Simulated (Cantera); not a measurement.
# Adiabatic ignition

An adiabatic, constant-volume homogeneous reactor starts with 1.29 % CH4, 0.100 % C2H6, 0.360 % C3H8, 8.15 % O2, 90.1 % N2, equivalence ratio 0.58, at 1775 K and 700000 Pa.

Cantera simulation using GRI-Mech 3.0 (53 species, 325 reactions); the numbers are that mechanism's predictions, not measurements. GRI-Mech 3.0 was tuned for natural gas; its chemistry of propane as a main component is partial and can be far from experiment.

| t (s) | T (K) | P (bar) | x CH4 | x C2H6 | x C3H8 | x C2H2 | x CH2CO | x C2H4 | x H2O |
|---|---|---|---|---|---|---|---|---|---|
| 5.00e-6 | 1813 | 7.21 | 0.00926 | 0.000558 | 0.000287 | 0.000281 | 0.000433 | 0.00313 | 0.00615 |
| 1.18e-5 | 2170 | 8.72 | 3.03e-12 | <1e-12 | <1e-12 | <1e-12 | 2.72e-10 | <1e-12 | 0.0356 |
| 2.77e-5 | 2333 | 9.29 | <1e-12 | <1e-12 | <1e-12 | <1e-12 | <1e-12 | <1e-12 | 0.0390 |
| 6.52e-5 | 2392 | 9.49 | <1e-12 | <1e-12 | <1e-12 | <1e-12 | <1e-12 | <1e-12 | 0.0409 |
| 0.000153 | 2405 | 9.54 | <1e-12 | <1e-12 | <1e-12 | <1e-12 | <1e-12 | <1e-12 | 0.0414 |
| 0.000361 | 2405 | 9.54 | <1e-12 | <1e-12 | <1e-12 | <1e-12 | <1e-12 | <1e-12 | 0.0414 |
| 0.000850 | 2404 | 9.53 | <1e-12 | <1e-12 | <1e-12 | <1e-12 | <1e-12 | <1e-12 | 0.0414 |
| 0.00200 | 2402 | 9.52 | <1e-12 | <1e-12 | <1e-12 | <1e-12 | <1e-12 | <1e-12 | 0.0414 |
| 0.00471 | 2398 | 9.51 | <1e-12 | <1e-12 | <1e-12 | <1e-12 | <1e-12 | <1e-12 | 0.0414 |
| 0.0111 | 2392 | 9.48 | <1e-12 | <1e-12 | <1e-12 | <1e-12 | <1e-12 | <1e-12 | 0.0415 |
| 0.0261 | 2386 | 9.46 | <1e-12 | <1e-12 | <1e-12 | <1e-12 | <1e-12 | <1e-12 | 0.0415 |
| 0.0614 | 2385 | 9.46 | <1e-12 | <1e-12 | <1e-12 | <1e-12 | <1e-12 | <1e-12 | 0.0415 |
| 0.144 | 2385 | 9.46 | <1e-12 | <1e-12 | <1e-12 | <1e-12 | <1e-12 | <1e-12 | 0.0415 |
| 0.340 | 2385 | 9.46 | <1e-12 | <1e-12 | <1e-12 | <1e-12 | <1e-12 | <1e-12 | 0.0415 |
| 0.800 | 2385 | 9.46 | <1e-12 | <1e-12 | <1e-12 | <1e-12 | <1e-12 | <1e-12 | 0.0415 |
x: mole fraction; the columns are a selection and need not sum to one.

```yaml
time_of_steepest_temperature_rise: 8.04 µs
temperature at 0.800 s: 2385 K
equilibrium_temperature: 2385 K
x(CH4) at 0.800 s: <1e-12 (gas-phase equilibrium <1e-12)
x(C2H6) at 0.800 s: <1e-12 (gas-phase equilibrium <1e-12)
x(C3H8) at 0.800 s: <1e-12 (gas-phase equilibrium <1e-12)
```
